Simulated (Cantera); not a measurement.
# Low-pressure radical oxidation in H2/O2

An isothermal, constant-pressure homogeneous reactor starts with H₂ : O₂ = 0.008 : 0.15 (molar parts), at 1125 K and 2600 Pa.

Detailed kinetics in Cantera: the H2/O2 subset of GRI-Mech 3.0, which has no nitrogen chemistry. Radical loss at walls, strong at low pressure, is not modelled. The temperature is held fixed by assumption; the heat of reaction is taken as removed at once.

| t (s) | x H₂ | x O₂ | x H₂O₂ | x OH | x H₂O |
|---|---|---|---|---|---|
| 2.00e-6 | 0.0506 | 0.949 | <1e-12 | 1.13e-12 | <1e-12 |
| 5.97e-6 | 0.0506 | 0.949 | <1e-12 | 9.42e-12 | <1e-12 |
| 1.78e-5 | 0.0506 | 0.949 | <1e-12 | 7.03e-11 | 1.19e-11 |
| 5.32e-5 | 0.0506 | 0.949 | <1e-12 | 4.32e-10 | 2.32e-10 |
| 0.000159 | 0.0506 | 0.949 | <1e-12 | 2.81e-9 | 4.21e-9 |
| 0.000474 | 0.0506 | 0.949 | 9.12e-12 | 8.78e-8 | 2.19e-7 |
| 0.00141 | 0.0466 | 0.946 | 4.01e-8 | 0.00105 | 0.00297 |
| 0.00422 | 0.000780 | 0.922 | 1.88e-7 | 0.00241 | 0.0462 |
| 0.0126 | 0.000303 | 0.938 | 1.88e-7 | 0.00149 | 0.0499 |
| 0.0376 | 5.75e-5 | 0.946 | 1.51e-7 | 0.000644 | 0.0515 |
| 0.112 | 7.45e-6 | 0.948 | 7.99e-8 | 0.000236 | 0.0518 |
| 0.335 | 1.04e-6 | 0.948 | 3.04e-8 | 9.05e-5 | 0.0519 |
| 1.00 | 1.84e-7 | 0.948 | 1.00e-8 | 3.90e-5 | 0.0519 |
x: mole fraction; the columns are a selection and need not sum to one.

Equilibrium at this temperature and pressure: H₂ 8.03e-10, O₂ 0.948, H₂O₂ 9.55e-11, OH 2.65e-6, H₂O 0.0519 (gas phase only).
